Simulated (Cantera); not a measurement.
Source: NASA polynomial tables (part measured, part estimated), evaluated in Cantera. Values are per mole of reaction as written; species without (g) are pure solids or liquids, kept so even where they would boil at 1 bar. FeO: taken at fixed stoichiometry.

Question: Between 925 and 1325 K, where is each reaction favourable under standard conditions?
- 3 Fe2O3 ⇌ O3(g) + 6 FeO

Answer: 
- 3 Fe2O3 ⇌ O3(g) + 6 FeO: ΔG° is 677 kJ at 925 K and 559 kJ at 1325 K; it stays positive (K < 1). ΔH° is 947 kJ and ΔS° 293 J/K at 1325 K.
